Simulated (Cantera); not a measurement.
Charge: 1 mol SiHCl3, 0.076 mol CH4, 210 mol H2, equilibrated at 1100 Pa.

Equilibrium computed with Cantera from the NASA thermochemical tables; the gas is ideal and each condensed phase is pure. Candidate condensed phases: C, C6H6, C7H8, C8H18, Si, SiC; 109 gas species. Mutual solubility and eutectic melting of coexisting phases are not modelled. Gases not in the tables: Si2H6 and higher silanes. Equilibrium is a limit: real reactors are often held back by kinetics, nucleation or transport.

Which condensed phases are stable at each of these points (T (K)): 1623, 1723, 1823, 1923, 2023, 2123, 2223, 2323, 2423, 2523, 2623?


```tsv
T (K)	condensed phases	Si condensed (%)
1623	Si(s) + SiC(s)	86.8
1723	Si(l) + SiC(s)	84.6
1823	Si(l) + SiC(s)	77.6
1923	Si(l) + SiC(s)	49.2
2023	SiC(s)	5.0
2123	gas only	0.0
2223	gas only	0.0
2323	gas only	0.0
2423	gas only	0.0
2523	gas only	0.0
2623	gas only	0.0
```

At 1623 K the condensed part is Si(s) + SiC(s). From 1723 K to 1923 K the condensed part is Si(l) + SiC(s). At 2023 K the condensed part is SiC(s). From 2123 K to 2623 K nothing is condensed.
